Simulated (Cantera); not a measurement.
Mixture: CH4 : O2 : N2 = 1 : 1.25 : 4.7 (molar parts), equivalence ratio 1.6, at 15.0 bar, adiabatic and at constant volume. Ignition delay is the time to a rise of 400 K.

Cantera simulation using GRI-Mech 3.0 (53 species, 325 reactions); the numbers are that mechanism's predictions, not measurements. The pressure lies above the range GRI-Mech 3.0 was tuned for (to about 10 atm).

What does this change do: pressure from 15.0 bar to 22.0 bar?


```json
[
 {"quantity": "delay at 1250 K", "before": "1.99 ms", "after": "1.28 ms"},
 {"quantity": "delay at 1350 K", "before": "0.658 ms", "after": "0.437 ms"},
 {"quantity": "delay at 1450 K", "before": "0.238 ms", "after": "0.163 ms"},
 {"quantity": "delay at 1550 K", "before": "92.1 µs", "after": "65.0 µs"},
 {"quantity": "delay at 1650 K", "before": "38.1 µs", "after": "27.5 µs"},
 {"quantity": "apparent activation energy between 1550 and 1650 K", "before": "190 kJ/mol", "after": "180 kJ/mol"}
]
```
